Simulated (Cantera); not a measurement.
**NO annealing gas**

An isothermal, constant-pressure homogeneous reactor starts with 5.88 % NO, 94.1 % N2, at 1825 K and 0.133 bar.

Cantera simulation using GRI-Mech 3.0 (53 species, 325 reactions); the numbers are that mechanism's predictions, not measurements.

| t (s) | x NO | x O2 | x N2 | x O | x NO2 | x N2O |
|---|---|---|---|---|---|---|
| 7.00e-6 | 0.0588 | <1e-12 | 0.941 | 9.32e-10 | <1e-12 | 9.32e-10 |
| 2.28e-5 | 0.0588 | <1e-12 | 0.941 | 3.04e-9 | 4.21e-12 | 3.03e-9 |
| 7.43e-5 | 0.0588 | 1.73e-12 | 0.941 | 9.88e-9 | 4.41e-11 | 9.86e-9 |
| 0.000242 | 0.0588 | 1.83e-11 | 0.941 | 3.21e-8 | 4.56e-10 | 3.19e-8 |
| 0.000788 | 0.0588 | 1.95e-10 | 0.941 | 1.04e-7 | 4.46e-9 | 1.01e-7 |
| 0.00257 | 0.0588 | 2.09e-9 | 0.941 | 3.42e-7 | 3.71e-8 | 3.05e-7 |
| 0.00837 | 0.0588 | 2.55e-8 | 0.941 | 1.21e-6 | 2.32e-7 | 7.78e-7 |
| 0.0273 | 0.0588 | 4.28e-7 | 0.941 | 4.56e-6 | 1.07e-6 | 1.33e-6 |
| 0.0888 | 0.0588 | 6.99e-6 | 0.941 | 1.10e-5 | 2.64e-6 | 1.44e-6 |
| 0.289 | 0.0587 | 4.40e-5 | 0.941 | 1.25e-5 | 3.00e-6 | 1.43e-6 |
| 0.942 | 0.0585 | 0.000169 | 0.941 | 1.34e-5 | 3.22e-6 | 1.42e-6 |
| 3.07 | 0.0576 | 0.000586 | 0.942 | 1.59e-5 | 3.84e-6 | 1.38e-6 |
| 10.0 | 0.0547 | 0.00202 | 0.943 | 2.26e-5 | 5.29e-6 | 1.24e-6 |
x: mole fraction; the columns are a selection and need not sum to one.

Equilibrium at this temperature and pressure: NO 0.00185, O2 0.0284, N2 0.970, O 7.14e-5, NO2 5.92e-7, N2O 4.30e-8 (gas phase only).
